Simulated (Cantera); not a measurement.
**Halide evaporation, hydrolysis and transport: KCl + HCl + N2**

A closed system holds: 1 mol KCl, 1.1 mol HCl, a varied amount of N2, held at 750 °C and 7900 Pa.

Equilibrium computed with Cantera from the NASA thermochemical tables; the gas is ideal and each condensed phase is pure. Candidate condensed phases: K, KCl, NH4Cl; 17 gas species. Rates play no part.

From 1.8 mol N2 to 100 mol N2 the condensed part is KCl(s). At 230 mol N2 nothing is condensed. The main K-bearing gas is KCl throughout. The share of K in condensed phases is highest at 1.8 mol N2 (98.4 %) and lowest at 230 mol N2 (0.0 %).

```tsv
n(N2) (mol)	log p N2	log p HCl	log p KCl	log p K2Cl2	log p H2	n KCl(s)
1.8	-1.31	-1.53	-3.64	-4.00	-6.57	0.984
4.1	-1.21	-1.78	-3.64	-4.00	-6.79	0.971
9.2	-1.15	-2.08	-3.64	-4.00	-7.04	0.943
21	-1.13	-2.41	-3.64	-4.00	-7.31	0.878
46	-1.11	-2.74	-3.64	-4.00	-7.56	0.740
100	-1.11	-3.07	-3.64	-4.00	-7.81	0.443
230	-1.11	-3.43	-3.71	-4.14	-8.07	0
```
log p: log10 of the partial pressure in bar; n: condensed amount in mol.
